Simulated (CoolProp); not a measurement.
Vapour-liquid equilibrium of R22 (1) + benzene (2) at 59.85 °C; x and y are mole fractions of (1).

Computed with CoolProp (multi-fluid Helmholtz-energy mixture model, Kamei 1995 and Thol 2012; pair parameters Bell 2016).

**Question.** Give the bubble pressure and the first vapour's composition at x = 0.05, 0.5, 0.8. Is there an azeotrope?

**Answer.** x = 0.05: 0.1776 MPa, y = 0.709; x = 0.5: 1.109 MPa, y = 0.963; x = 0.8: 1.820 MPa, y = 0.987. No azeotrope shows between x = 0.05 and 0.95.

Pair parameters are fitted to limited data, so mixtures are less certain than the pure fluids. The gap from Raoult's law changes sign with composition, which may be real or a fault of the pair parameters; it wasn't checked against measurements.
